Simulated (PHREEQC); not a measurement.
# Reverse-osmosis permeate: an equilibrium model

A made-up water analysis in mg/L, 25 °C, pH 6.2, pe 0.8: Na 3.58; K 0.116; Ca 0.297; Mg 0.00627; Cl 1.02; S(6) as SO4 0.922; Alkalinity as HCO3 7.96; Si as SiO2 0.0658; Li 0.0043; Zn 0.152; Sr 0.00409; B 0.0138; Mn(2) 0.199.

Valence states are taken as typed.

Model: ion-association model, phreeqc.dat, run in PHREEQC.

Each row changes one thing in this solution. This is a speciation only: nothing precipitates in the calculation.

| case | CO2 (mol/kgw) | HCO3- (mol/kgw) | MnHCO3+ (mol/kgw) | ZnHCO3+ (mol/kgw) | CaHCO3+ (mol/kgw) | NaHCO3 (mol/kgw) | SI of Quartz (SiO2) | SI of Rhodochrosite (MnCO3) |
|---|---|---|---|---|---|---|---|---|
| as made | 0.000183 | 0.000131 | 3.91e-8 | 3.52e-8 | 1.16e-8 | 1.11e-8 | -1.98 | -2.36 |
| pH from 6.2 to 5.9 at the same alkalinity | 0.000366 | 0.000132 | 3.93e-8 | 3.54e-8 | 1.16e-8 | 1.12e-8 | -1.98 | -2.66 |
| Ca from 0.297 to 0.594 mg/L | 0.000183 | 0.000131 | 3.90e-8 | 3.51e-8 | ? | 1.11e-8 | -1.98 | ? |
| pH from 6.2 to 5.7 at the same alkalinity | 0.000584 | 0.000132 | 3.95e-8 | 3.56e-8 | 1.17e-8 | 1.12e-8 | -1.98 | -2.86 |
| all concentrations times 4 at the same typed pH | 0.000714 | 0.000520 | 5.64e-7 | 4.99e-7 | 1.71e-7 | ? | -1.38 | -1.21 |

Q: Fill in the missing entries.

A: 
- Ca from 0.297 to 0.594 mg/L, CaHCO3+ (mol/kgw): 2.31e-8
- Ca from 0.297 to 0.594 mg/L, SI of Rhodochrosite (MnCO3): -2.37
- all concentrations times 4 at the same typed pH, NaHCO3 (mol/kgw): 1.70e-7

Complexes and solids missing from the database can't appear.
